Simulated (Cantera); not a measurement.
An adiabatic, constant-pressure homogeneous reactor starts with 4.36 % CH4, 0.910 % H2, 19.2 % O2, 72.2 % N2, 3.32 % H2O, equivalence ratio 0.48, at 1225 K and 7500 Torr.

Model: GRI-Mech 3.0 (53 species, 325 reactions), integrated in Cantera.

Question: Predict: time of steepest temperature rise; temperature at 1.00 s; equilibrium temperature; x(H2) at 1.00 s; x(O2) at 1.00 s; x(O) at 1.00 s; x(H) at 1.00 s.

Answer: time of steepest temperature rise: 0.690 ms
temperature at 1.00 s: 2171 K
equilibrium temperature: 2171 K
x(H2) at 1.00 s: 0.000125 (gas-phase equilibrium 0.000125)
x(O2) at 1.00 s: 0.0968 (gas-phase equilibrium 0.0968)
x(O) at 1.00 s: 0.000221 (gas-phase equilibrium 0.000221)
x(H) at 1.00 s: 1.69e-5 (gas-phase equilibrium 1.69e-5)
